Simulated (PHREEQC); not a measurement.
Consider water at 25 °C with 160 mmol/kgw Cu(NO3)2, 2.3 mmol/kgw H2SO4 and 130 mmol/kgw H3BO3. Closed to the air; pH follows from the charge balance.

Equilibrium calculation in PHREEQC: ion-association model, phreeqc.dat.

This is a speciation only: nothing precipitates in the calculation.

Predict the pH.

pH 2.46.

In which forms is S present?

CuSO4 58 %, SO4-2 38 %, HSO4- 3.7 % of the S.

Complexes and solids missing from the database can't appear.
